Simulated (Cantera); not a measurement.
Charge: 1 mol V, 2.1 mol N2O, at 1075 °C and 900 Torr.

Equilibrium computed with Cantera from the NASA thermochemical tables; the gas is ideal and each condensed phase is pure. Candidate condensed phases: V, VN, VO, V2O3, V2O4, V2O5; 13 gas species. Mutual solubility and eutectic melting of coexisting phases are not modelled. Condensed phases not in the tables: the oxides between V2O3 and V2O5 other than VO2. Gases not in the tables: V4O10. Rates play no part.

Base state: N2 0.991, O2 0.00855, NO 0.000121 (mole fractions); condensed: V2O4(s) + V2O5(l).

### Question
What changes in the equilibrium state with this change: temperature from 1075 °C to 2002 °C?

### Answer
```
species         before     after
------------  --------  --------
N2               0.991     0.969
O2             0.00855    0.0203
VO2            1.35e-9   0.00552
O              3.44e-8  0.000557
NO            0.000121   0.00513
V2O4(s), mol     0.436         0
V2O5(l), mol    0.0635         0
V2O4(l), mol         0     0.494
```

### Question
What changes in the equilibrium state with this change: temperature from 1075 °C to 1302 °C?

### Answer
| species | before | after |
|---|---|---|
| N2 | 0.991 | 0.976 |
| O2 | 0.00855 | 0.0229 |
| NO | 0.000121 | 0.000638 |
| V2O4(s), mol | 0.436 | 0.500 |
| V2O5(l), mol | 0.0635 | 0 |
